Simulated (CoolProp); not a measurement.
Properties of normal hydrogen along the isotherm 28.2 K.

Computed with CoolProp (reference Helmholtz-energy equation of state, Leachman 2009).

```
p (kPa)   phase        Z  cp (kJ/(kg K))  Joule-Thomson coefficient (K/MPa)  conductivity (mW/(m K))
-------  ------  -------  --------------  ---------------------------------  -----------------------
49.9        gas   0.9808           10.59                              10.91                     22.5
99.7        gas   0.9610           10.90                              11.01                     23.0
150         gas   0.9403           11.26                              11.10                     23.6
199         gas   0.9193           11.67                              11.20                     24.2
249         gas   0.8970           12.15                              11.30                     24.8
299         gas   0.8736           12.72                              11.41                     25.5
349         gas   0.8490           13.41                              11.51                     26.2
399         gas   0.8229           14.27                              11.62                     26.9
449         gas   0.7950           15.35                              11.73                     27.8
499         gas   0.7647           16.78                              11.84                     28.8
548         gas   0.7320           18.72                              11.94                     30.0
648      liquid  0.09418           18.12                             0.1890                     98.7
```

Thermal conductivity comes from a separate model (Assael 2011).
